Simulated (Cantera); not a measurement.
**SiH₂Cl₂ + HCl + N₂ (silicon epitaxy and polysilicon growth)**

A closed system holds: 1 mol SiH₂Cl₂, 0.6 mol HCl, 65 mol N₂, at 0.133 bar.

These are equilibrium values from Cantera (NASA tables, ideal gas, pure condensed phases), not measurements of a reactor. Candidate condensed phases: NH₄Cl, Si, Si₃N₄; 28 gas species. N₂ is the only nitrogen source here; it is nearly inert below about 1500 K, so the nitride shown seldom forms there in practice. The tables' values for SiCl₃ are old estimates; treat these amounts as uncertain. Equilibrium is a limit: real reactors are often held back by kinetics, nucleation or transport.

```
T (°C)   x N₂   x HCl     x H₂   x SiCl₂   x SiCl₄   x SiCl₃     x Cl  n Si₃N₄(s)
------  -----  ------  -------  --------  --------  --------  -------  ----------
952     0.964  0.0291  0.00486   2.59e-5   0.00234   8.77e-5  3.07e-7       0.278
1002    0.963  0.0293  0.00476   7.38e-5   0.00222  0.000159  7.29e-7       0.278
1052    0.963  0.0294  0.00471  0.000191   0.00205  0.000269  1.61e-6       0.277
1102    0.963  0.0294  0.00473  0.000450   0.00181  0.000422  3.32e-6       0.273
1152    0.963  0.0291  0.00487  0.000956   0.00149  0.000603  6.37e-6       0.265
1202    0.963  0.0284  0.00518   0.00181   0.00110  0.000765  1.14e-5       0.251
1252    0.962  0.0273  0.00573   0.00302  0.000705  0.000847  1.87e-5       0.231
1302    0.962  0.0257  0.00653   0.00449  0.000392  0.000820  2.87e-5       0.205
1352    0.962  0.0236  0.00753   0.00605  0.000196  0.000713  4.14e-5       0.177
1402    0.962  0.0213  0.00865   0.00758   9.18e-5  0.000579  5.69e-5       0.148
1452    0.962  0.0189  0.00980   0.00903   4.18e-5  0.000449  7.54e-5       0.119
```
x: gas mole fraction; n: condensed amount in mol.

From 952 °C to 1452 °C the condensed part is Si₃N₄(s). The main Si-bearing gas is SiCl₄ at 952 °C and SiCl₂ at 1452 °C.
